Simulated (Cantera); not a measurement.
Mixture: CH₄ : O₂ : N₂ : CO₂ = 1 : 1.11 : 4.78 : 1.6 (molar parts), at 900 Torr, adiabatic and at constant volume. Ignition delay is the time to a rise of 400 K.

Model: GRI-Mech 3.0 (53 species, 325 reactions), integrated in Cantera.

Q: What does this change do: pressure from 900 Torr to 3750 Torr?

A: 
```csv
quantity,before,after
delay at 1200 K,82.3 ms,20.0 ms
delay at 1350 K,11.4 ms,3.38 ms
delay at 1500 K,1.96 ms,0.665 ms
delay at 1650 K,0.439 ms,0.152 ms
apparent activation energy between 1575 and 1725 K,200 kJ/mol,210 kJ/mol
```

Q: What does this change do: constant pressure in place of constant volume?

A: 
```
quantity                                                before       after
--------------------------------------------------  ----------  ----------
delay at 1200 K                                        82.3 ms     87.4 ms
delay at 1350 K                                        11.4 ms     12.3 ms
delay at 1500 K                                        1.96 ms     2.12 ms
delay at 1650 K                                       0.439 ms    0.476 ms
apparent activation energy between 1575 and 1725 K  200 kJ/mol  200 kJ/mol
```
